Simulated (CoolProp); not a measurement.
A simple Rankine cycle with R22: condensing at 297.15 K, boiler at 3.83 MPa, turbine inlet 357.4 K, turbine efficiency 0.7, pump efficiency 0.6, no recuperator. Each further row changes one setting.

Computed with CoolProp (reference Helmholtz-energy equation of state, Kamei 1995).

```json
[
 {"case": "as stated", "thermal efficiency (%)": "8.2", "net work (kJ/kg)": "14.9", "heat in (kJ/kg)": "182", "turbine exit temperature (K)": "297.2", "volume ratio over the turbine": "4.24"},
 {"case": "turbine inlet 377.4 K", "thermal efficiency (%)": "8.9", "net work (kJ/kg)": "18.8", "heat in (kJ/kg)": "212", "turbine exit temperature (K)": "308.3", "volume ratio over the turbine": "3.81"},
 {"case": "condensing temperature 289.15 K", "thermal efficiency (%)": "9.3", "net work (kJ/kg)": "17.9", "heat in (kJ/kg)": "192", "turbine exit temperature (K)": "289.1", "volume ratio over the turbine": "5.30"},
 {"case": "boiler pressure 2.68 MPa", "thermal efficiency (%)": "7.0", "net work (kJ/kg)": "14.7", "heat in (kJ/kg)": "209", "turbine exit temperature (K)": "309.7", "volume ratio over the turbine": "2.62"},
 {"case": "turbine efficiency 0.6", "thermal efficiency (%)": "6.7", "net work (kJ/kg)": "12.2", "heat in (kJ/kg)": "182", "turbine exit temperature (K)": "297.2", "volume ratio over the turbine": "4.31"}
]
```

The expansion ends wet for: as stated; condensing temperature 289.15 K; turbine efficiency 0.6.
